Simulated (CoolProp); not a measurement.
Saturation properties of n-heptane.

Values from CoolProp's reference Helmholtz-energy equation of state, Span 2003. It is a short technical equation, of lower accuracy than the large ones.

```json
[
 {"T (K)": "415.2", "p (MPa)": "0.3129", "vapour Z": "0.8843", "surface tension (mN/m)": "8.76", "liquid conductivity (mW/(m K))": "90.1"},
 {"T (K)": "421.1", "p (MPa)": "0.3571", "vapour Z": "0.8732", "surface tension (mN/m)": "8.25", "liquid conductivity (mW/(m K))": "88.7"},
 {"T (K)": "427", "p (MPa)": "?", "vapour Z": "0.8614", "surface tension (mN/m)": "7.75", "liquid conductivity (mW/(m K))": "?"},
 {"T (K)": "433", "p (MPa)": "0.4603", "vapour Z": "0.8487", "surface tension (mN/m)": "7.24", "liquid conductivity (mW/(m K))": "85.8"},
 {"T (K)": "438.9", "p (MPa)": "0.5192", "vapour Z": "?", "surface tension (mN/m)": "6.75", "liquid conductivity (mW/(m K))": "?"},
 {"T (K)": "444.8", "p (MPa)": "0.5835", "vapour Z": "0.8212", "surface tension (mN/m)": "?", "liquid conductivity (mW/(m K))": "83.0"},
 {"T (K)": "450.7", "p (MPa)": "0.6537", "vapour Z": "?", "surface tension (mN/m)": "5.78", "liquid conductivity (mW/(m K))": "81.7"},
 {"T (K)": "456.6", "p (MPa)": "0.7301", "vapour Z": "0.7903", "surface tension (mN/m)": "5.31", "liquid conductivity (mW/(m K))": "80.3"},
 {"T (K)": "462.5", "p (MPa)": "0.8130", "vapour Z": "0.7733", "surface tension (mN/m)": "4.84", "liquid conductivity (mW/(m K))": "79.0"},
 {"T (K)": "468.4", "p (MPa)": "0.9028", "vapour Z": "0.7553", "surface tension (mN/m)": "4.39", "liquid conductivity (mW/(m K))": "77.6"},
 {"T (K)": "474.4", "p (MPa)": "1.002", "vapour Z": "?", "surface tension (mN/m)": "3.93", "liquid conductivity (mW/(m K))": "76.2"}
]
```

Task: Fill in the missing entries.

Result: 
- 427, p (MPa): 0.4058
- 427, liquid conductivity (mW/(m K)): 87.2
- 438.9, vapour Z: 0.8354
- 438.9, liquid conductivity (mW/(m K)): 84.4
- 444.8, surface tension (mN/m): 6.26
- 450.7, vapour Z: 0.8062
- 474.4, vapour Z: 0.7357

It boils at 371.5 K under 1 atm.

Thermal conductivity comes from a separate model (Assael 2013). Surface tension comes from a separate correlation (Mulero 2012).
